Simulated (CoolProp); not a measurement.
Values from CoolProp's reference Helmholtz-energy equation of state, Tillner-Roth 1997.

### Question
Give the vapour pressure (kPa), surface tension (mN/m), vapour viscosity (µPa s) of saturated CH2F2 (R32) at -32.75, -14.05, 4.55 °C.

### Answer
```json
[
 {"T (°C)": "-32.75", "p (kPa)": "244", "surface tension (mN/m)": "17.0", "vapour viscosity (µPa s)": "10.7"},
 {"T (°C)": "-14.05", "p (kPa)": "505", "surface tension (mN/m)": "13.5", "vapour viscosity (µPa s)": "11.6"},
 {"T (°C)": "4.55", "p (kPa)": "938", "surface tension (mN/m)": "10.2", "vapour viscosity (µPa s)": "12.6"}
]
```

Viscosity comes from a separate model (Bell 2016), an estimate that may be off by 10 % or more. Surface tension comes from a separate correlation (Mulero 2012).
